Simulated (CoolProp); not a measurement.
Decamethylcyclopentasiloxane (D5) along the isotherm 346.85 °C: fugacity coefficient from the reference equation and from simpler models built on Tc = 345.1 °C, pc = 1.078 MPa, ω = 0.631; each cubic takes its own stable root.

The numbers come from the reference Helmholtz-energy equation of state, Thol 2019 in CoolProp.

```
p (MPa)          phase  reference
-------  -------------  ---------
0.0341             gas     0.9889
0.0646             gas     0.9789
0.122              gas     0.9603
0.232              gas     0.9249
0.44               gas     0.8589
0.834              gas     0.7348
1.58     supercritical     0.4852
3        supercritical     0.3095
5.68     supercritical     0.2265
10.8     supercritical     0.2113
```

**Question.** How far does each simpler model (van der Waals, Redlich-Kwong, Soave-Redlich-Kwong) lie from the reference over these 10 states: mean and median of the absolute difference, and the worst?

**Answer.** 
- van der Waals: mean 15.9 %, median 3.8 %, worst +76.9 % at 346.85 °C and 10.8 MPa
- Redlich-Kwong: mean 4.9 %, median 1.2 %, worst +19.1 % at 346.85 °C and 10.8 MPa
- Soave-Redlich-Kwong: mean 5.1 %, median 1.3 %, worst +19.9 % at 346.85 °C and 10.8 MPa
